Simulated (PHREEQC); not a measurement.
Make-up at 85 °C: 0.016 mol AlCl3, 0.13 mol SrBr2 and 0.0001 mol K2SiO3 per kg of water. Closed to the air; pH follows from the charge balance.

All values are PHREEQC results (ion-association model, phreeqc.dat), not measurements.

This is a speciation only: nothing precipitates in the calculation.

Task: What pH, density does the model give?

Result: pH 2.95; density 0.997 g/cm³.

Task: In which forms is Al present?

Result: Al+3 90 %, AlOH+2 9.1 %, Al(OH)2+ 0.8 % of the Al.

Saturation is exceeded, for instance for Gibbsite (slow to form); the values hold only as long as no solid forms. At this temperature some constants are extrapolated from 25 °C, and those without enthalpy data are left unchanged.
